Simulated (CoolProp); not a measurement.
Computed with CoolProp (reference Helmholtz-energy equation of state, Wu 2012).

**Question.** For fluoroethane (R161), give the phase and the cp (kJ/(kg K)), speed of sound (m/s), Joule-Thomson coefficient (K/MPa), isothermal compressibility (1/MPa) at 216.4 K and 3.62 MPa; 283.1 K and 3.62 MPa; 299.8 K and 3.62 MPa.

**Answer.** 
- 216.4 K and 3.62 MPa: liquid; cp 1.92, speed of sound 1240, Joule-Thomson coefficient -0.409, isothermal compressibility 0.00109
- 283.1 K and 3.62 MPa: liquid; cp 2.15, speed of sound 822, Joule-Thomson coefficient -0.202, isothermal compressibility 0.00298
- 299.8 K and 3.62 MPa: liquid; cp 2.25, speed of sound 708, Joule-Thomson coefficient -0.0887, isothermal compressibility 0.00430
